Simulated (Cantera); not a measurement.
Gas mixture: 100 % N2O, at 0.195 Torr, frozen composition.

Cantera's kinetic-theory transport with the Lennard-Jones parameters of GRI-Mech 3.0, ideal gas; thermal conductivity in the mixture-averaged form.

One state of this run: ρ (kg/m³) = 0.000172; cp (J/kg/K) = 1192; μ (µPa s) = 34.0; λ (mW/m/K) = 54.9; Pr = 0.739; D (cm²/s) H2 = 13600; D (cm²/s) CO2 = 2630; D (cm²/s) H = 22000. D: mixture-averaged diffusion coefficient of that species in the mixture.

Question: Which value of T (K) does it belong to?
A) 400
B) 500
C) 700
D) 800

Answer: D, 800
